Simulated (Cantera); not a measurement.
Cantera run:

```python
import numpy as np
import cantera as ct

gas_names = """
    CL CL2 H HCL H2 Si SiCL SiCL2 SiCL3 SiCL4 SiH SiHCL3 SiH2 SiH2CL2 SiH3 SiH3CL SiH4 Si2 Si3
""".split()
cond_names = """
    Si(cr) Si(L)
""".split()


def load(file, names, dense=False):
    # The tables refer to 1 bar. Condensed volumes are neglected.
    table = {s.name: s for s in ct.Species.list_from_file(file)}
    out = []
    for n in names:
        d = dict(table[n].input_data)
        d["thermo"] = dict(d["thermo"], **{"reference-pressure": 1e5})
        if dense:
            d["equation-of-state"] = {"model": "constant-volume", "density": "1e6 g/cm^3"}
        out.append(ct.Species.from_dict(d))
    return out


gas = ct.Solution(thermo="ideal-gas", species=load("nasa_gas.yaml", gas_names))
cond = {s.name: ct.Solution(thermo="fixed-stoichiometry", species=[s], name=s.name)
        for s in load("nasa_condensed.yaml", cond_names, dense=True)}
atoms = {
    'Si': {'Si': 1},
    'HCl': {'H': 1, 'CL': 1},
    'H2': {'H': 2},
}
top_T = {}  # K; cautious upper limits of use, not melting points


def equilibrate(T, P, feed):
    n = {}
    for name, mol in feed.items():
        for a, k in atoms[name].items():
            n[a] = n.get(a, 0.0) + k * mol
    gas.TPX = T, P, n
    mass = sum(n.values()) * gas.mean_molecular_weight
    gas.equilibrate("TP")
    valid = [c for c in cond.values() if c.min_temp <= T <= top_T.get(c.name, c.max_temp)]
    mix = ct.Mixture([(gas, mass / gas.mean_molecular_weight)] + [(c, 0.0) for c in valid])
    mix.T, mix.P = T, P
    mix.equilibrate("TP", solver="gibbs", rtol=1e-10, max_steps=50000)
    return mix


results = []
feed = {'Si': 1, 'HCl': 3.1, 'H2': 13}  # mol
T = 1123.15  # K
for P in [10000, 31000, 98000, 310000, 960000, 3000000]:
    mix = equilibrate(T, P, feed)
    results.append((T, P, feed, dict(zip(mix.species_names, mix.species_moles))))
    x = sorted(zip(gas.X, gas.species_names), reverse=True)
    print(f"T = {T:g} K  P = {P:g} Pa  gas = {mix.phase_moles(0):.4g} mol")
    print("   x: " + "  ".join(f"{s} {v:.3e}" for v, s in x if v > 1e-06))
    print("   condensed (mol): " + ("  ".join(f"{mix.phase(i).name} {mix.phase_moles(i):.4g}"
          for i in range(1, mix.n_phases) if mix.phase_moles(i) > 1e-12) or "none"))
```

Result:

```
T = 1123.15 K  P = 10000 Pa  gas = 15.46 mol
   x: H2 9.159e-01  HCL 3.784e-02  SiCL4 2.797e-02  SiHCL3 1.162e-02  SiCL2 3.303e-03  SiCL3 2.728e-03  SiH2CL2 5.913e-04  SiH3CL 8.041e-06
   condensed (mol): Si(cr) 0.2856
T = 1123.15 K  P = 31000 Pa  gas = 15.39 mol
   x: H2 9.222e-01  HCL 2.873e-02  SiCL4 2.840e-02  SiHCL3 1.565e-02  SiCL3 2.080e-03  SiCL2 1.891e-03  SiH2CL2 1.056e-03  SiH3CL 1.905e-05
   condensed (mol): Si(cr) 0.2444
T = 1123.15 K  P = 98000 Pa  gas = 15.33 mol
   x: H2 9.264e-01  SiCL4 2.736e-02  HCL 2.139e-02  SiHCL3 2.034e-02  SiH2CL2 1.852e-03  SiCL3 1.517e-03  SiCL2 1.044e-03  SiH3CL 4.506e-05
   condensed (mol): Si(cr) 0.2005
T = 1123.15 K  P = 310000 Pa  gas = 15.27 mol
   x: H2 9.289e-01  SiHCL3 2.543e-02  SiCL4 2.506e-02  HCL 1.571e-02  SiH2CL2 3.161e-03  SiCL3 1.065e-03  SiCL2 5.617e-04  SiH3CL 1.050e-04  SiH4 1.487e-06
   condensed (mol): Si(cr) 0.1542
T = 1123.15 K  P = 960000 Pa  gas = 15.22 mol
   x: H2 9.297e-01  SiHCL3 3.047e-02  SiCL4 2.187e-02  HCL 1.145e-02  SiH2CL2 5.201e-03  SiCL3 7.246e-04  SiCL2 2.981e-04  SiH3CL 2.372e-04  SiH4 4.613e-06
   condensed (mol): Si(cr) 0.1053
T = 1123.15 K  P = 3e+06 Pa  gas = 15.16 mol
   x: H2 9.292e-01  SiHCL3 3.506e-02  SiCL4 1.805e-02  SiH2CL2 8.346e-03  HCL 8.208e-03  SiH3CL 5.308e-04  SiCL3 4.719e-04  SiCL2 1.532e-04  SiH4 1.440e-05
   condensed (mol): Si(cr) 0.05078
```

These are equilibrium values from Cantera (NASA tables, ideal gas, pure condensed phases), not measurements of a reactor. The tables' values for SiCl3 are old estimates; treat these amounts as uncertain. Gases not in the tables: Si2H6 and higher silanes.
